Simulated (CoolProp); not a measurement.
C3F8 (R218) along the isotherm 383 K: Z from the reference equation and from simpler models built on Tc = 345.0 K, pc = 2.640 MPa, ω = 0.317; each cubic takes its own stable root.

Model: reference Helmholtz-energy equation of state, Lemmon 2006, in CoolProp. It is a short technical equation, of lower accuracy than the large ones.

| p (MPa) | phase | reference | van der Waals | Redlich-Kwong | Soave-Redlich-Kwong | Peng-Robinson |
|---|---|---|---|---|---|---|
| 1.67 | gas | 0.8394 | 0.8337 | 0.8256 | 0.8406 | 0.8211 |
| 3.33 | supercritical | 0.6339 | 0.5795 | 0.6031 | 0.6542 | 0.6230 |
| 5 | supercritical | 0.4569 | 0.4564 | 0.4456 | 0.5096 | 0.4768 |
| 6.67 | supercritical | 0.4573 | 0.5288 | 0.4734 | 0.5139 | 0.4739 |
| 8.33 | supercritical | 0.5109 | 0.6140 | 0.5298 | 0.5619 | 0.5144 |
| 10 | supercritical | 0.5748 | 0.7017 | 0.5922 | 0.6202 | 0.5654 |
| 11.7 | supercritical | 0.6425 | 0.7910 | 0.6569 | 0.6826 | 0.6207 |
| 13.3 | supercritical | 0.7068 | 0.8744 | 0.7179 | 0.7421 | 0.6737 |
| 15 | supercritical | 0.7750 | 0.9623 | 0.7823 | 0.8054 | 0.7303 |
| 16.7 | supercritical | 0.8428 | 1.049 | 0.8462 | 0.8684 | 0.7867 |
| 18.3 | supercritical | 0.9062 | 1.131 | 0.9057 | 0.9273 | 0.8396 |
| 20 | supercritical | 0.9730 | 1.216 | 0.9684 | 0.9894 | 0.8954 |
